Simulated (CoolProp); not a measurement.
Vapour-liquid equilibrium of n-butane (1) + trans-2-butene (2) at 1.53 MPa; x and y are mole fractions of (1).

Model: multi-fluid Helmholtz-energy mixture model, Bücker 2006 and Lemmon 2005; pair parameters Bell 2016, in CoolProp.

```json
[
 {"x": "0.05", "bubble temperature (°C)": "100.6", "y at the bubble point": "0.052", "dew temperature at overall composition x (°C)": "100.6", "liquid density (mol/L)": "8.685"},
 {"x": "0.2", "bubble temperature (°C)": "100.2", "y at the bubble point": "0.205", "dew temperature at overall composition x (°C)": "100.2", "liquid density (mol/L)": "8.575"},
 {"x": "0.35", "bubble temperature (°C)": "99.9", "y at the bubble point": "0.353", "dew temperature at overall composition x (°C)": "99.9", "liquid density (mol/L)": "8.468"},
 {"x": "0.5", "bubble temperature (°C)": "99.8", "y at the bubble point": "0.501", "dew temperature at overall composition x (°C)": "99.8", "liquid density (mol/L)": "8.363"},
 {"x": "0.65", "bubble temperature (°C)": "99.8", "y at the bubble point": "0.649", "dew temperature at overall composition x (°C)": "99.8", "liquid density (mol/L)": "8.261"},
 {"x": "0.8", "bubble temperature (°C)": "99.9", "y at the bubble point": "0.798", "dew temperature at overall composition x (°C)": "99.9", "liquid density (mol/L)": "8.162"},
 {"x": "0.95", "bubble temperature (°C)": "100.1", "y at the bubble point": "0.949", "dew temperature at overall composition x (°C)": "100.1", "liquid density (mol/L)": "8.065"}
]
```

y crosses x between x = 0.5 and 0.65: the model has an azeotrope there.

Pair parameters are fitted to limited data, so mixtures are less certain than the pure fluids.
